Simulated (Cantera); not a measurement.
A Cantera script and its output.

```python
import numpy as np
import cantera as ct

gas = ct.Solution("gri30.yaml", transport_model="multicomponent")
show = ['CO2', 'CH4', 'H2O']

rows = []
print(f"{'T/K':>7s}{'rho':>11s}{'cp':>10s}{'mu':>11s}{'lambda':>11s}{'Pr':>7s}" + "".join(f"{'D_' + s:>11s}" for s in show))
for T in [400, 600, 800, 1000, 1200, 1400, 1600, 1800]:
    gas.TPX = T, 9600, {'N2O': 0.52, 'CO2': 0.52}
    Pr = gas.cp_mass * gas.viscosity / gas.thermal_conductivity
    D = [gas.mix_diff_coeffs_mole[gas.species_index(s)] for s in show]
    rows.append([gas.density, gas.cp_mass, gas.viscosity, gas.thermal_conductivity, Pr, *D])
    print(f"{T:7g}{gas.density:11.4e}{gas.cp_mass:10.1f}{gas.viscosity:11.4e}"
          f"{gas.thermal_conductivity:11.4e}{Pr:7.3f}" + "".join(f"{d:11.4e}" for d in D))
print("SI units: kg/m3, J/kg/K, Pa s, W/m/K, m2/s")
```

Result:

```
    T/K        rho        cp         mu     lambda     Pr      D_CO2      D_CH4      D_H2O
    400 1.2704e-01     954.1 1.9604e-05 2.5266e-02  0.740 2.0276e-04 3.0825e-04 3.0510e-04
    600 8.4693e-02    1088.7 2.7594e-05 4.0638e-02  0.739 4.2725e-04 6.3657e-04 6.7097e-04
    800 6.3520e-02    1180.1 3.4430e-05 5.5087e-02  0.738 7.1193e-04 1.0492e-03 1.1488e-03
   1000 5.0816e-02    1244.5 4.0503e-05 6.8488e-02  0.736 1.0493e-03 1.5365e-03 1.7232e-03
   1200 4.2346e-02    1286.9 4.6033e-05 8.0661e-02  0.734 1.4345e-03 2.0920e-03 2.3839e-03
   1400 3.6297e-02    1320.1 5.1159e-05 9.2128e-02  0.733 1.8640e-03 2.7111e-03 3.1235e-03
   1600 3.1760e-02    1346.0 5.5970e-05 1.0293e-01  0.732 2.3353e-03 3.3903e-03 3.9367e-03
   1800 2.8231e-02    1366.0 6.0532e-05 1.1314e-01  0.731 2.8464e-03 4.1269e-03 4.8195e-03
SI units: kg/m3, J/kg/K, Pa s, W/m/K, m2/s
```

Detailed kinetics in Cantera: GRI-Mech 3.0 (53 species, 325 reactions). The composition is frozen, though it would react at the higher temperatures.
